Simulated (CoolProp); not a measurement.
Saturation properties of 1,2-dichloroethane (Tc = 288.4 °C, pc = 5226 kPa, ω = 0.269).

Values from CoolProp's reference Helmholtz-energy equation of state, Thol 2015.

```csv
T (°C),p (kPa),liquid density (kg/m³),vapour density (kg/m³),enthalpy of vaporisation (kJ/kg),liquid cp (kJ/(kg K))
17.75,7.363,…,0.3024,…,1.298
37.75,18.77,1227,0.7246,…,1.313
57.65,41.80,1197,1.527,338.2,1.333
77.65,84.04,1166,2.927,…,1.357
97.55,154.4,…,5.167,316.2,1.384
117.55,265.0,1100,8.586,304.1,1.415
137.45,427.4,1064,13.53,290.9,1.450
157.45,657.7,1026,20.54,276.4,…
177.35,969.2,985.5,30.18,260.4,…
197.25,1380,941.5,43.39,242.3,…
```

Q: Some entries are withheld; supply them.

A: 
- 17.75, liquid density (kg/m³): 1256
- 17.75, enthalpy of vaporisation (kJ/kg): 358.1
- 37.75, enthalpy of vaporisation (kJ/kg): 348.3
- 77.65, enthalpy of vaporisation (kJ/kg): 327.5
- 97.55, liquid density (kg/m³): 1134
- 157.45, liquid cp (kJ/(kg K)): 1.489
- 177.35, liquid cp (kJ/(kg K)): 1.535
- 197.25, liquid cp (kJ/(kg K)): 1.595

It boils at 83.5 °C under 1 atm.
